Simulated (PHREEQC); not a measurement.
Dissolve 0.0086 mol/kgw NiCl2 and 0.012 mol/kgw FeSO4 at 20 °C. Closed to the air; pH follows from the charge balance.

Model: ion-association model, wateq4f.dat, run in PHREEQC.

```tsv
quantity	before	after
pH	6.00	6.07
ionic strength (mol/kgw)	0.0561	0.0348
```

Task: What was changed between the two runs?
A. FeSO4 replaced by Na2SO4 at the same molality
B. diluted 100-fold with water
C. NiCl2 left out
D. NiCl2 from 0.0086 to 0.086 mol/kgw
E. FeSO4 replaced by FeCl2 at the same molality

Result: C, NiCl2 left out

This is a speciation only: nothing precipitates in the calculation.
